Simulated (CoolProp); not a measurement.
Toluene along the isotherm 620 K: Z from the reference equation and from simpler models built on Tc = 591.7 K, pc = 4.126 MPa, ω = 0.266; each cubic takes its own stable root.

Model: reference Helmholtz-energy equation of state, Lemmon 2006, in CoolProp. It is a short technical equation, of lower accuracy than the large ones.

| p (MPa) | phase | reference |
|---|---|---|
| 0.13 | gas | 0.9900 |
| 0.297 | gas | 0.9771 |
| 0.676 | gas | 0.9469 |
| 1.54 | gas | 0.8740 |
| 3.5 | gas | 0.6759 |
| 7.97 | supercritical | 0.3158 |
| 18.1 | supercritical | 0.5784 |
| 41.3 | supercritical | 1.153 |

Q: How far does each simpler model (van der Waals, Redlich-Kwong) lie from the reference over these 8 states: mean and median of the absolute difference, and the worst?

A: 
- van der Waals: mean 14.9 %, median 3.2 %, worst +38.0 % at 620 K and 41.3 MPa
- Redlich-Kwong: mean 4.7 %, median 1.3 %, worst +17.5 % at 620 K and 7.97 MPa
